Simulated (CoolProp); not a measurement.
A simple Rankine cycle with R113: condensing at 308.15 K, boiler at 1.78 MPa, turbine inlet 485.1 K, turbine efficiency 0.7, pump efficiency 0.8, no recuperator. Each further row changes one setting.

The numbers come from the reference Helmholtz-energy equation of state, Marx 1992 in CoolProp.

```json
[
 {"case": "as stated", "thermal efficiency (%)": "…", "net work (kJ/kg)": "39.7", "heat in (kJ/kg)": "263", "turbine exit temperature (K)": "412.7", "volume ratio over the turbine": "…"},
 {"case": "condensing temperature 300.15 K", "thermal efficiency (%)": "16.0", "net work (kJ/kg)": "…", "heat in (kJ/kg)": "270", "turbine exit temperature (K)": "407.7", "volume ratio over the turbine": "38.8"},
 {"case": "boiler pressure 1.25 MPa", "thermal efficiency (%)": "…", "net work (kJ/kg)": "…", "heat in (kJ/kg)": "269", "turbine exit temperature (K)": "423.7", "volume ratio over the turbine": "19.2"},
 {"case": "turbine efficiency 0.6", "thermal efficiency (%)": "12.9", "net work (kJ/kg)": "33.9", "heat in (kJ/kg)": "263", "turbine exit temperature (K)": "420.4", "volume ratio over the turbine": "…"}
]
```

### Question
What belongs in the gaps?

### Answer

- as stated, thermal efficiency (%): 15.1
- as stated, volume ratio over the turbine: 29.0
- condensing temperature 300.15 K, net work (kJ/kg): 43.3
- boiler pressure 1.25 MPa, thermal efficiency (%): 13.9
- boiler pressure 1.25 MPa, net work (kJ/kg): 37.3
- turbine efficiency 0.6, volume ratio over the turbine: 29.5
